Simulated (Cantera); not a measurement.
Input: 1 mol FeS₂, 13 mol H₂, a varied amount of N₂, held at 1850 K and 1.33 mbar.

Method: chemical equilibrium by Gibbs-energy minimisation in Cantera with the NASA 1993 tables (ideal gas, pure condensed phases). Candidate condensed phases: Fe, FeS, FeS₂, S; 16 gas species. Kinetics and transport are ignored.

x: gas mole fraction; n: condensed amount in mol.

```json
[
 {"n(N₂) (mol)": "7.4", "x N₂": "0.328", "x H₂": "0.564", "x Fe": "0.0439", "x S₂": "0.0361", "x H": "0.0111", "x SH": "0.00712", "x S": "0.00573", "n Fe(l)": "0.0105"},
 {"n(N₂) (mol)": "9.3", "x N₂": "0.380", "x H₂": "0.520", "x Fe": "0.0409", "x S₂": "0.0333", "x H": "0.0106", "x SH": "___", "x S": "0.00550", "n Fe(l)": "0"},
 {"n(N₂) (mol)": "12", "x N₂": "0.442", "x H₂": "0.468", "x Fe": "0.0368", "x S₂": "0.0299", "x H": "0.0101", "x SH": "___", "x S": "0.00521", "n Fe(l)": "0"},
 {"n(N₂) (mol)": "15", "x N₂": "0.497", "x H₂": "0.421", "x Fe": "0.0331", "x S₂": "0.0269", "x H": "0.00957", "x SH": "___", "x S": "0.00494", "n Fe(l)": "0"},
 {"n(N₂) (mol)": "19", "x N₂": "0.556", "x H₂": "0.371", "x Fe": "0.0292", "x S₂": "0.0236", "x H": "0.00899", "x SH": "___", "x S": "0.00463", "n Fe(l)": "0"},
 {"n(N₂) (mol)": "24", "x N₂": "0.612", "x H₂": "0.324", "x Fe": "0.0255", "x S₂": "0.0205", "x H": "0.00839", "x SH": "___", "x S": "0.00432", "n Fe(l)": "0"},
 {"n(N₂) (mol)": "30", "x N₂": "0.663", "x H₂": "0.280", "x Fe": "0.0221", "x S₂": "0.0177", "x H": "0.00781", "x SH": "___", "x S": "0.00401", "n Fe(l)": "0"},
 {"n(N₂) (mol)": "38", "x N₂": "0.713", "x H₂": "0.238", "x Fe": "0.0188", "x S₂": "0.0150", "x H": "0.00720", "x SH": "___", "x S": "0.00369", "n Fe(l)": "0"},
 {"n(N₂) (mol)": "49", "x N₂": "0.762", "x H₂": "0.197", "x Fe": "0.0156", "x S₂": "0.0123", "x H": "0.00655", "x SH": "___", "x S": "0.00334", "n Fe(l)": "0"},
 {"n(N₂) (mol)": "62", "x N₂": "0.802", "x H₂": "0.164", "x Fe": "0.0129", "x S₂": "0.0101", "x H": "0.00597", "x SH": "___", "x S": "0.00303", "n Fe(l)": "0"},
 {"n(N₂) (mol)": "78", "x N₂": "0.835", "x H₂": "0.135", "x Fe": "0.0107", "x S₂": "0.00830", "x H": "0.00543", "x SH": "___", "x S": "0.00274", "n Fe(l)": "0"},
 {"n(N₂) (mol)": "99", "x N₂": "0.865", "x H₂": "0.110", "x Fe": "0.00874", "x S₂": "0.00668", "x H": "0.00490", "x SH": "___", "x S": "0.00246", "n Fe(l)": "0"}
]
```

**Question.** Complete the blanks.

**Answer.** 
- 9.3, x SH: 0.00656
- 12, x SH: 0.00590
- 15, x SH: 0.00530
- 19, x SH: 0.00467
- 24, x SH: 0.00406
- 30, x SH: 0.00351
- 38, x SH: 0.00297
- 49, x SH: 0.00245
- 62, x SH: 0.00203
- 78, x SH: 0.00167
- 99, x SH: 0.00135
